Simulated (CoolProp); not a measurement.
Aqueous lithium chloride as a coolant, 5 % by mass, freezing at -5.1 °C, 1 atm.

Computed with CoolProp (Melinder's fits for secondary coolants).

```tsv
T (°C)	viscosity (mPa s)	cp (kJ/(kg K))	conductivity (W/(m K))	density (kg/m³)
-2.4	2.21	3.915	0.548	1030
4	___	3.913	0.559	1030
10.5	1.50	3.913	0.570	1029
16.9	1.28	3.914	0.580	1028
23.3	1.10	3.916	___	1026
29.7	0.959	___	___	1024
36.1	0.842	3.922	0.611	___
```

**Question.** What belongs in the gaps?

**Answer.** 
- 4, viscosity (mPa s): 1.81
- 23.3, conductivity (W/(m K)): 0.591
- 29.7, cp (kJ/(kg K)): 3.918
- 29.7, conductivity (W/(m K)): 0.601
- 36.1, density (kg/m³): 1022
